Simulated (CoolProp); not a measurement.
Vapour-liquid equilibrium of acetone (1) + cyclohexane (2) at 383.5 K; x and y are mole fractions of (1).

The numbers come from the multi-fluid Helmholtz-energy mixture model, Lemmon 2006 and Zhou 2014; pair parameters Bell 2016 in CoolProp.

**Question.** Give the bubble pressure and the first vapour's composition at x = 0.15, 0.65, 0.85. Is there an azeotrope?

**Answer.** x = 0.15: 0.3750 MPa, y = 0.440; x = 0.65: 0.4954 MPa, y = 0.713; x = 0.85: 0.5013 MPa, y = 0.838. y crosses x between x = 0.75 and 0.85: the model has an azeotrope there.

Pair parameters are fitted to limited data, so mixtures are less certain than the pure fluids.
